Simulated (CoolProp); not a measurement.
R125 along the isobar 27.3 bar: fugacity coefficient from the reference equation and from simpler models built on Tc = 66.0 °C, pc = 36.18 bar, ω = 0.305; each cubic takes its own stable root.

The numbers come from the reference Helmholtz-energy equation of state, Lemmon 2005 in CoolProp.

```tsv
T (°C)	phase	reference
-45.15	liquid	0.04559
-31.95	liquid	0.07979
-18.75	liquid	0.1294
-5.55	liquid	0.1966
7.65	liquid	0.2828
20.85	liquid	0.3876
34.05	liquid	0.5091
47.25	liquid	0.6432
60.45	gas	0.7308
73.65	gas	0.7677
86.85	gas	0.7976
100.05	gas	0.8225
```

Problem. How far does each simpler model (van der Waals, Redlich-Kwong, Soave-Redlich-Kwong, Peng-Robinson) lie from the reference over these 12 states: mean and median of the absolute difference, and the worst?

Solution. 
- van der Waals: mean 92.3 %, median 41.8 %, worst +381.7 % at -45.15 °C and 27.3 bar
- Redlich-Kwong: mean 27.1 %, median 17.1 %, worst +89.1 % at -45.15 °C and 27.3 bar
- Soave-Redlich-Kwong: mean 1.7 %, median 1.9 %, worst +2.9 % at 7.65 °C and 27.3 bar
- Peng-Robinson: mean 1.0 %, median 0.6 %, worst -2.3 % at 73.65 °C and 27.3 bar

At some of these states van der Waals gives the other phase, because its saturation line lies elsewhere.
